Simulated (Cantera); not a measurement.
Feed: 1 mol Si, 0.16 mol H2O, 620 mol H2, equilibrated at 877 °C and 5.10 bar.

These are equilibrium values from Cantera (NASA tables, ideal gas, pure condensed phases), not measurements of a reactor. Candidate condensed phases: H2O, Si, SiO2; 18 gas species. Mutual solubility and eutectic melting of coexisting phases are not modelled. The tables hold silica as quartz up to 1696 K and as liquid above; real silica turns to tridymite and cristobalite and melts near 1996 K. The numbers say what is thermodynamically allowed, not how fast it happens.

Base state: H2 1.000 (mole fractions); condensed: Si(s) + SiO2(β-quartz).

Problem. What changes in the equilibrium state with this change: temperature from 877 °C to 1900 °C?

Solution. 
```
species               before     after
-------------------  -------  --------
H2                     1.000     0.997
H                    3.30e-8   0.00213
SiH2                 4.15e-9  0.000262
SiH                    <1e-9   5.84e-5
Si                     <1e-9   5.55e-5
Si(s), mol             0.918         0
SiO2(β-quartz), mol   0.0800         0
Si(l), mol                 0     0.602
```
Gases not in the tables: Si2H6 and higher silanes.
